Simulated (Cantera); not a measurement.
Input: 1 mol NF3, 0.0034 mol SO2, 0.73 mol O2, at 7.50 Torr.

Equilibrium computed with Cantera from the NASA thermochemical tables; the gas is ideal and each condensed phase is pure. Candidate condensed phases: S; 35 gas species. The tables' values for SOF2 are old estimates; treat these amounts as uncertain. The numbers say what is thermodynamically allowed, not how fast it happens. All values below are at 1552 °C.

Base state: F 0.708, O2 0.171, N2 0.117, NO 0.00157, SO2 0.000733, O 0.000636, F2 6.17e-5, SOF2 4.68e-5 (mole fractions); condensed: gas only.

Task: What changes in the equilibrium state with this change: O2 from 0.73 to 0.065 mol?

Result: 
```tsv
species	before	after
F	0.708	0.840
N2	0.117	0.140
O2	0.171	0.0180
SF2	1.25e-6	1.61e-5
SOF2	4.68e-5	0.000196
O	0.000636	0.000206
NO	0.00157	0.000557
```
